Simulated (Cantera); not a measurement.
## Adiabatic ignition

An adiabatic, constant-volume homogeneous reactor starts with CH3OH : O2 : N2 = 1 : 3.75 : 14.1 (molar parts), at 1098 K and 4950 Torr.

Cantera simulation using GRI-Mech 3.0 (53 species, 325 reactions); the numbers are that mechanism's predictions, not measurements. GRI-Mech 3.0 was tuned for natural gas; its chemistry of methanol as a main component is partial and can be far from experiment.

```
t (s)     T (K)  P (bar)  x CH3OH   x O2      x CO    x HO2  x C2H4
--------  -----  -------  -------  -----  --------  -------  ------
7.00e-6    1098     6.60   0.0531  0.199  6.06e-10  2.68e-9  <1e-12
2.06e-5    1098     6.60   0.0531  0.199   1.79e-9  8.61e-9  <1e-12
6.06e-5    1098     6.60   0.0531  0.199   5.27e-9  2.78e-8  <1e-12
0.000178   1098     6.60   0.0531  0.199   1.56e-8  8.60e-8  <1e-12
0.000524   1098     6.60   0.0530  0.199   4.68e-8  2.57e-7  <1e-12
0.00154    1098     6.60   0.0530  0.199   1.47e-7  7.61e-7  <1e-12
0.00454    1098     6.60   0.0530  0.199   5.78e-7  2.37e-6  <1e-12
0.0134     1100     6.61   0.0525  0.199   5.18e-5  3.39e-5  <1e-12
0.0393     2245     13.9   <1e-12  0.113  0.000336  8.39e-6  <1e-12
0.116      2233     13.8   <1e-12  0.111  0.000315  7.95e-6  <1e-12
0.340      2232     13.8   <1e-12  0.111  0.000312  7.90e-6  <1e-12
1.00       2232     13.8   <1e-12  0.111  0.000312  7.90e-6  <1e-12
```
x: mole fraction; the columns are a selection and need not sum to one.

```
Property                                                              Result
---------------------------------  -----------------------------------------
time of steepest temperature rise                                    15.8 ms
temperature at 1.00 s                                                 2232 K
equilibrium temperature                                               2232 K
x(CH3OH) at 1.00 s                     <1e-12 (gas-phase equilibrium <1e-12)
x(O2) at 1.00 s                          0.111 (gas-phase equilibrium 0.111)
x(CO) at 1.00 s                    0.000312 (gas-phase equilibrium 0.000312)
```
